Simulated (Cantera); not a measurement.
An isothermal, constant-pressure homogeneous reactor starts with CO : O2 : H2O : N2 = 0.019 : 0.0034 : 0.07 : 1 (molar parts), at 973 K and 760 Torr. Integrator tolerance rtol = 1e-08.

Detailed kinetics in Cantera: GRI-Mech 3.0 (53 species, 325 reactions).

What does this change do: pressure from 760 Torr to 495 Torr?


```json
[
 {"quantity": "x(CO) at 20.0 s", "before": "0.00669 (gas-phase equilibrium 0.00170)", "after": "0.00552 (gas-phase equilibrium 0.00170)"},
 {"quantity": "x(O2) at 20.0 s", "before": "1.39e-8 (gas-phase equilibrium <1e-12)", "after": "1.39e-9 (gas-phase equilibrium <1e-12)"},
 {"quantity": "x(H2O) at 20.0 s", "before": "0.0598 (gas-phase equilibrium 0.0548)", "after": "0.0586 (gas-phase equilibrium 0.0548)"},
 {"quantity": "x(NO) at 20.0 s", "before": "4.41e-10 (gas-phase equilibrium <1e-12)", "after": "6.98e-9 (gas-phase equilibrium <1e-12)"},
 {"quantity": "x(H2) at 20.0 s", "before": "0.00452 (gas-phase equilibrium 0.00951)", "after": "0.00568 (gas-phase equilibrium 0.00951)"}
]
```
